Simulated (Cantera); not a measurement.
Charge: 1 mol Fe3O4, 1.9 mol HCl, equilibrated at 0.0140 bar.

These are equilibrium values from Cantera (NASA tables, ideal gas, pure condensed phases), not measurements of a reactor. Candidate condensed phases: Fe, FeCl2, FeCl3, FeO, Fe(OH)2, Fe(OH)3, Fe2O3, Fe3O4, H2O; 22 gas species. Kinetics and transport are ignored. All values below are at 1573 K.

Base state: HCl 0.589, H2O 0.189, FeCl2 0.175, O2 0.0229, Cl 0.0226, FeCl3 0.00133, Cl2 0.000820, OH 0.000329 (mole fractions); condensed: Fe3O4(s).

Question: What changes in the equilibrium state with this change: pressure from 0.0140 bar to 1 atm?

Answer: 
| species | before | after |
|---|---|---|
| HCl | 0.589 | 0.650 |
| H2O | 0.189 | 0.172 |
| FeCl2 | 0.175 | 0.125 |
| FeCl3 | 0.00133 | 0.0238 |
| Cl | 0.0226 | 0.00783 |
| O2 | 0.0229 | 0.0134 |
| Fe2Cl4 | 1.00e-5 | 0.000371 |
| O | 1.34e-5 | 1.20e-6 |
| Cl2 | 0.000820 | 0.00712 |
| HOCl | 3.54e-6 | 2.55e-5 |
| Fe3O4(s), mol | 0.885 | 0.905 |
